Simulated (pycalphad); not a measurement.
An equivalent pycalphad script:

```python
from pycalphad import Database, equilibrium, calculate, variables as v
import numpy as np
db = Database('COST507.tdb')
comps = ['TI', 'C', 'VA']
phases = ['BCC_A2', 'FCC_A1', 'GRAPHITE', 'HCP_A3', 'LIQUID']
eq = equilibrium(db, comps, phases, {v.X('C'): 0.916, v.T: np.arange(3300, 499, -100), v.P: 101325, v.N: 1}, output=['HM', 'SM'])
```

CALPHAD calculation (pycalphad, COST 507 light-alloy database (1999)), 1 atm. These are 1990s assessments: newer ones move some temperatures and phases. Amounts are mole fractions of atoms. Diffusion is slow at the low end, where real alloys seldom reach equilibrium.

Results at three of the temperatures:

```
T = 2000.00 K, P = 101325 Pa, N = 1 mol of atoms
G = -66348 J/mol, H = 21145 J/mol, S = 43.75 J/(mol K)  (SER reference)
chemical potentials (J/mol): Ti -288409, C -45985
phase             fraction      x(Ti)       x(C)
GRAPHITE            0.8354       none     1.0000
FCC_A1              0.1646     0.5103     0.4897
```

```
T = 1800.00 K, P = 101325 Pa, N = 1 mol of atoms
G = -57865 J/mol, H = 16021 J/mol, S = 41.05 J/(mol K)  (SER reference)
chemical potentials (J/mol): Ti -273446, C -38096
phase             fraction      x(Ti)       x(C)
GRAPHITE            0.8352       none     1.0000
FCC_A1              0.1648     0.5097     0.4903
```

```
T = 700.00 K, P = 101325 Pa, N = 1 mol of atoms
G = -23219 J/mol, H = -9580 J/mol, S = 19.48 J/(mol K)  (SER reference)
chemical potentials (J/mol): Ti -206996, C -6366
phase             fraction      x(Ti)       x(C)
GRAPHITE            0.8344       none     1.0000
FCC_A1              0.1656     0.5072     0.4928
```

Changes of the phase set, refined by bisection:

```csv
T (K),phases above,phases below
3044.1,graphite + liquid,fcc + graphite
```

FCC_A1 is fcc. An entry "none" or "no" means that the model of the phase leaves that element out. The fcc model also describes the rock-salt carbide or nitride (TiC, TiN, HfC).
